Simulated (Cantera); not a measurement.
## Pyrogenic steam for wet oxidation

An isothermal, constant-pressure homogeneous reactor starts with H₂ : O₂ : N₂ = 1.4 : 1 : 11 (molar parts), at 975 K and 750 Torr.

Cantera simulation using the H2/O2 subset of GRI-Mech 3.0, which has no nitrogen chemistry; the numbers are that mechanism's predictions, not measurements. The temperature is held fixed by assumption; the heat of reaction is taken as removed at once.

| t (s) | x H₂ | x O₂ | x H₂O₂ | x HO₂ | x OH | x O |
|---|---|---|---|---|---|---|
| 0.000100 | 0.104 | 0.0746 | 2.46e-12 | 1.19e-9 | 1.63e-11 | 5.31e-11 |
| 0.000300 | 0.104 | 0.0746 | 9.21e-11 | 2.08e-8 | 1.80e-10 | 5.92e-10 |
| 0.000903 | 0.104 | 0.0746 | 1.30e-7 | 1.01e-5 | 1.22e-7 | 3.28e-7 |
| 0.00271 | 0.0224 | 0.0345 | 1.52e-5 | 3.83e-5 | 2.10e-6 | 2.27e-6 |
| 0.00815 | 0.0219 | 0.0343 | 4.34e-5 | 2.31e-5 | 1.70e-7 | 2.05e-7 |
| 0.0245 | 0.0205 | 0.0336 | 7.63e-5 | 2.77e-5 | 3.56e-7 | 3.80e-7 |
| 0.0736 | 0.0155 | 0.0311 | 7.29e-5 | 2.53e-5 | 3.75e-7 | 3.73e-7 |
| 0.221 | 0.00722 | 0.0271 | 4.34e-5 | 1.83e-5 | 3.26e-7 | 2.77e-7 |
| 0.665 | 0.00121 | 0.0242 | 8.52e-6 | 7.56e-6 | 2.22e-7 | 1.03e-7 |
| 2.00 | 0.000117 | 0.0237 | 3.11e-7 | 1.40e-6 | 6.69e-8 | 6.62e-9 |
| 6.00 | 1.83e-5 | 0.0236 | 1.34e-8 | 2.83e-7 | 1.92e-8 | 3.74e-10 |
x: mole fraction; the columns are a selection and need not sum to one.

Equilibrium at this temperature and pressure: H₂ 2.94e-11, O₂ 0.0236, H₂O₂ 3.44e-11, HO₂ 1.26e-10, OH 4.25e-8, O 1.12e-11 (gas phase only).
